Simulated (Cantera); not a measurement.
Cantera run:

```python
import numpy as np
import cantera as ct

gas_names = """
    AL ALH ALO ALOH ALO2 ALO2H AL2 AL2O AL2O2 H HALO HO2 H2 H2O H2O2 O OH O2 O3
""".split()
cond_names = """
    AL(cr) AL(L) AL2O3(a) AL2O3(L) H2O(s) H2O(L)
""".split()


# ... load() reads the species with a 1 bar reference pressure and builds the phases ...
atoms = {
    'Al2O3': {'AL': 2, 'O': 3},
    'H2': {'H': 2},
}
top_T = {}  # K; cautious upper limits of use, not melting points


# ... equilibrate(T, P, feed) seeds the gas with the atoms and calls Mixture.equilibrate('TP', solver="vcs", rtol=1e-11, max_steps=5000) ...
results = []
feed = {'Al2O3': 1, 'H2': 0.011}  # mol
P = 101325  # Pa
for T in [1425, 1525, 1625, 1725, 1825, 1925, 2025, 2125, 2225, 2325, 2425, 2525]:
    mix = equilibrate(T, P, feed)
    results.append((T, P, feed, dict(zip(mix.species_names, mix.species_moles))))

top = {s: max(r[3][s] / sum(r[3][g] for g in gas_names) for r in results) for s in gas_names}
cols = sorted((s for s in top if top[s] > 1e-05), key=lambda s: -top[s])[:5]
seen = [c for c in cond_names if any(r[3].get(c, 0) > 1e-12 for r in results)]
print("log10 of partial pressures in bar; condensed amounts in mol")
print(f"{'T/K':>10s}" + "".join(f"{s[:9]:>10s}" for s in cols + seen))
for T, P, feed, n in results:
    ng = sum(n[g] for g in gas_names)
    print(f"{T:10.4g}" + "".join(f"{np.log10(max(n[s] / ng * P / 1e5, 1e-99)):10.3f}" for s in cols)
          + "".join(f"{n.get(c, 0):10.4g}" for c in seen))
```

Output:

```
log10 of partial pressures in bar; condensed amounts in mol
       T/K        H2         H       H2O        AL      AL2O  AL2O3(a)  AL2O3(L)
      1425     0.006    -5.163    -7.167    -7.789    -8.845         1         0
      1525     0.006    -4.623    -6.453    -6.992    -7.868         1         0
      1625     0.006    -4.149    -5.819    -6.308    -7.034         1         0
      1725     0.006    -3.728    -5.254    -5.717    -6.316         1         0
      1825     0.006    -3.353    -4.746    -5.201    -5.692         1         0
      1925     0.005    -3.017    -4.288    -4.746    -5.144         1         0
      2025     0.005    -2.713    -3.873    -4.342    -4.660         1         0
      2125     0.004    -2.438    -3.497    -3.980    -4.230         1         0
      2225     0.002    -2.187    -3.154    -3.655    -3.844         1         0
      2325    -0.000    -1.959    -2.841    -3.361    -3.496         1         0
      2425    -0.004    -1.749    -2.584    -3.103    -3.229         0         1
      2525    -0.010    -1.557    -2.350    -2.867    -2.989         0         1
```

These are equilibrium values from Cantera (NASA tables, ideal gas, pure condensed phases), not measurements of a reactor. The tables' values for AlOH are old estimates; treat these amounts as uncertain.
